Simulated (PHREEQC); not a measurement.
Consider water at 25 °C with 170 mmol/kgw CdCl2, 140 mmol/kgw CuCl2, 81 mmol/kgw H2SO4 and 0.16 mmol/kgw NaCl. Closed to the air; pH follows from the charge balance.

Equilibrium calculation in PHREEQC: ion-association model, phreeqc.dat.

| quantity | before | after |
|---|---|---|
| pH | 1.04 | 1.05 |
| ionic strength (mol/kgw) | 0.581 | 0.461 |
| Cl- (mol/kgw) | 0.358 | 0.260 |
| Cu+2 (mol/kgw) | 0.0999 | 0.102 |
| CuCl+ (mol/kgw) | 0.0230 | 0.0183 |
| CuCl2 (mol/kgw) | 0.00158 | 0.000988 |

Q: Name the change that produced these shifts.
(A) NaCl replaced by ZnCl2 at the same molality
(B) H2SO4 from 0.081 to 0.0162 mol/kgw
(C) diluted 10-fold with water
(D) CdCl2 left out
(E) temperature from 25 to 60 °C

A: D, CdCl2 left out

This is a speciation only: nothing precipitates in the calculation.
